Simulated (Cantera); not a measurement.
An isothermal, constant-pressure homogeneous reactor starts with H2 : O2 = 0.24 : 1 (molar parts), at 1323 K and 14.3 Torr.

Computed with Cantera and the H2/O2 subset of GRI-Mech 3.0, which has no nitrogen chemistry. Radical loss at walls, strong at low pressure, is not modelled. The temperature is held fixed by assumption; the heat of reaction is taken as removed at once.

One state of this run: x H2 = 0.00781; x O2 = 0.707; x HO2 = 9.32e-6; x OH = 0.0131; x H = 0.0418; x H2O = 0.164; x H2O2 = 3.69e-7. x: mole fraction; the columns are a selection and need not sum to one.

Which value of t (s) does it belong to?
A) 8.20
B) 7.32e-6
C) 0.00286
D) 1.00e-6

C, 0.00286
